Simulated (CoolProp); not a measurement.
Vapour-liquid equilibrium of sulfur hexafluoride (1) + n-pentane (2) at 13.25 °C; x and y are mole fractions of (1).

Model: multi-fluid Helmholtz-energy mixture model, Guder 2009 and Thol 2019; pair parameters Bell 2016, in CoolProp.

Question: Give the bubble pressure and the first vapour's composition at x = 0.35, 0.575, 0.65. Is there an azeotrope?

Answer: x = 0.35: 13.57 bar, y = 0.960; x = 0.575: 14.25 bar, y = 0.961; x = 0.65: 14.34 bar, y = 0.962. No azeotrope shows between x = 0.05 and 0.95.

The pair parameters rest on a limited set of measurements; away from them the model extrapolates. With so large a gap from Raoult's law the liquid may split in two, which this calculation doesn't test in full.
